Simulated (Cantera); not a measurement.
Charge: 1 mol SiO₂, 4.3 mol Cl₂, 1.1 mol O₂, 2.5 mol F₂, held at 748 K and 0.00140 bar.

These are equilibrium values from Cantera (NASA tables, ideal gas, pure condensed phases), not measurements of a reactor. Candidate condensed phases: Si, SiO₂; 26 gas species. Kinetics and transport are ignored.

Base state: Cl₂ 0.481, O₂ 0.266, SiF₄ 0.127, ClF 0.127, Cl 4.77e-5 (mole fractions); condensed: gas only.

What changes in the equilibrium state with this change: temperature from 748 K to 1348 K?


| species | before | after |
|---|---|---|
| Cl₂ | 0.481 | 0.289 |
| Cl | 4.77e-5 | 0.270 |
| O₂ | 0.266 | 0.226 |
| ClF | 0.127 | 0.0766 |
| F | 2.95e-6 | 0.0309 |
| SiF₄ | 0.127 | 0.108 |
| ClO | 1.41e-7 | 0.000146 |
